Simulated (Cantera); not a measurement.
## Nitride etching: Si₃N₄ + H₂

Feed: 1 mol Si₃N₄, 1.2 mol H₂, at 1552 °C.

Cantera equilibrium calculation (NASA polynomials, part measured and part estimated; ideal gas, pure solids and liquids). Candidate condensed phases: Si, Si₃N₄; 18 gas species. Mutual solubility and eutectic melting of coexisting phases are not modelled. The tables' values for SiN are old estimates; treat these amounts as uncertain. Gases not in the tables: Si₂H₆ and higher silanes. The numbers say what is thermodynamically allowed, not how fast it happens.

```json
[
 {"P (Pa)": "1", "x H₂": "0.164", "x N₂": "0.320", "x Si": "0.455", "x H": "0.0564", "x Si₂": "0.00296", "n Si(l)": "0.0989", "n Si₃N₄(s)": "0"},
 {"P (Pa)": "5.20", "x H₂": "0.318", "x N₂": "0.559", "x Si": "0.0875", "x H": "0.0344", "x Si₂": "0.000569", "n Si(l)": "2.68", "n Si₃N₄(s)": "0"},
 {"P (Pa)": "27", "x H₂": "0.357", "x N₂": "0.609", "x Si": "0.0168", "x H": "0.0160", "x Si₂": "0.000110", "n Si(l)": "2.94", "n Si₃N₄(s)": "0"},
 {"P (Pa)": "140", "x H₂": "0.369", "x N₂": "0.621", "x Si": "0.00325", "x H": "0.00715", "x Si₂": "2.11e-5", "n Si(l)": "2.99", "n Si₃N₄(s)": "0"},
 {"P (Pa)": "720", "x H₂": "0.373", "x N₂": "0.624", "x Si": "0.000632", "x H": "0.00317", "x Si₂": "4.11e-6", "n Si(l)": "3.00", "n Si₃N₄(s)": "0"},
 {"P (Pa)": "3700", "x H₂": "0.642", "x N₂": "0.356", "x Si": "0.000123", "x H": "0.00183", "x Si₂": "8.00e-7", "n Si(l)": "0.995", "n Si₃N₄(s)": "0.668"},
 {"P (Pa)": "19000", "x H₂": "0.930", "x N₂": "0.0693", "x Si": "2.39e-5", "x H": "0.000974", "x Si₂": "1.56e-7", "n Si(l)": "0.134", "n Si₃N₄(s)": "0.955"},
 {"P (Pa)": "100000", "x H₂": "0.986", "x N₂": "0.0132", "x Si": "4.55e-6", "x H": "0.000437", "x Si₂": "2.96e-8", "n Si(l)": "0.0240", "n Si₃N₄(s)": "0.992"}
]
```
x: gas mole fraction; n: condensed amount in mol.

From 1.00 Pa to 720 Pa the condensed part is Si(l). From 3700 Pa to 100000 Pa the condensed part is Si(l) + Si₃N₄(s). The main Si-bearing gas is Si at 1.00 Pa and SiH₂ at 100000 Pa.
